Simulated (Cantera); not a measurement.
Input: 1 mol N₂O, 0.47 mol H₂, 15 mol N₂, at 1.00 Torr.

These are equilibrium values from Cantera (NASA tables, ideal gas, pure condensed phases), not measurements of a reactor. Candidate condensed phases: H₂O; 47 gas species. Ions and electrons are included (thermal ionisation). Rates play no part.

### Question
At 4500 K, list the 5 most abundant gas species with their mole fractions, and the condensed phases.

### Answer
N₂ 0.697, N 0.206, O 0.0498, H 0.0470, NO 0.000169. Condensed: gas only.
